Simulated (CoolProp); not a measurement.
Vapour-liquid equilibrium of dimethyl carbonate (1) + n-decane (2) at 422.8 K; x and y are mole fractions of (1).

Computed with CoolProp (multi-fluid Helmholtz-energy mixture model, Zhou 2011 and Lemmon 2006; pair parameters Bell 2016).

```tsv
x	bubble pressure, mixture model (MPa)	bubble pressure, Raoult's law (MPa)	y, mixture model	y, Raoult's law
0.05	0.1234	0.07425	0.584	0.334
0.15	?	0.1187	?	0.627
0.25	0.2985	0.1631	0.841	0.761
0.35	0.3419	0.2075	0.868	0.837
0.45	0.3706	0.2520	?	0.886
0.55	0.3924	0.2964	0.896	0.921
0.65	0.4121	0.3408	?	0.947
0.75	0.4327	0.3852	0.924	0.966
0.85	0.4560	0.4297	0.946	0.982
0.95	0.4823	0.4741	0.978	0.995
```

Some entries are withheld; supply them.


- 0.15, bubble pressure, mixture model (MPa): 0.2300
- 0.15, y, mixture model: 0.785
- 0.45, y, mixture model: 0.884
- 0.65, y, mixture model: 0.909

The largest gap from Raoult's law is +93.8 % in bubble pressure, at x = 0.15. No azeotrope shows between x = 0.05 and 0.95.

Pair parameters are fitted to limited data, so mixtures are less certain than the pure fluids. With so large a gap from Raoult's law the liquid may split in two, which this calculation doesn't test in full.
